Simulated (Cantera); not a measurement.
Input: 1 mol C2H4, 0.27 mol H2O, 9 mol H2, at 1200 K and 0.0133 bar.

These are equilibrium values from Cantera (NASA tables, ideal gas, pure condensed phases), not measurements of a reactor. Candidate condensed phases: C, C6H6, C7H8, C8H18, H2O; 110 gas species. Kinetics and transport are ignored.

Base state: H2 0.976, CO 0.0234, CH4 0.000201 (mole fractions); condensed: C(graphite).

Task: What changes in the equilibrium state with this change: temperature from 1200 K to 2648.15 K?

Result: 
```json
[
 {"species": "H2", "before": "0.976", "after": "0.643"},
 {"species": "H", "before": "1.69e-6", "after": "0.323"},
 {"species": "CO", "before": "0.0234", "after": "0.0196"},
 {"species": "C2H2 (acetylene)", "before": "1.00e-7", "after": "0.0125"},
 {"species": "C2H", "before": "<1e-9", "after": "0.000608"},
 {"species": "C3", "before": "<1e-9", "after": "0.000327"},
 {"species": "C4H2", "before": "<1e-9", "after": "0.000101"},
 {"species": "C(graphite), mol", "before": "1.73", "after": "1.35"}
]
```

Task: What changes in the equilibrium state with this change: temperature from 1200 K to 975 K?

Result: 
```
species             before     after
----------------  --------  --------
H2                   0.976     0.975
CO                  0.0234    0.0232
CH4               0.000201   0.00159
H2O                7.90e-6  0.000182
C(graphite), mol      1.73      1.71
```

Task: What changes in the equilibrium state with this change: temperature from 1200 K to 2948 K?

Result: 
```tsv
species	before	after
H	1.69e-6	0.641
H2	0.976	0.304
C2H2 (acetylene)	1.00e-7	0.0162
C3	<1e-9	0.0133
CO	0.0234	0.0154
C2H	<1e-9	0.00545
C	<1e-9	0.00230
C2	<1e-9	0.00134
C(graphite), mol	1.73	0.136
```
